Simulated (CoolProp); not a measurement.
Saturation properties of dimethyl carbonate (Tc = 557.0 K, pc = 4.909 MPa, ω = 0.346).

Model: reference Helmholtz-energy equation of state, Zhou 2011, in CoolProp.

```tsv
T (K)	p (MPa)	vapour density (kg/m³)	enthalpy of vaporisation (kJ/kg)	liquid cp (kJ/(kg K))
391.6	0.2316	6.765	355.1	2.035
401.6	0.3001	8.648	347.5	2.064
411.6	0.3833	10.92	339.5	2.095
421.6	0.4831	13.65	331.2	2.128
431.7	0.6030	16.92	322.4	2.163
441.7	0.7428	20.78	313.3	2.200
451.7	0.9059	25.33	303.6	2.241
461.7	1.095	30.71	293.4	2.287
471.7	1.312	37.07	282.3	2.341
481.8	1.564	44.69	270.3	2.405
491.8	1.848	53.73	257.2	2.484
```

It boils at 363.3 K under 1 atm.
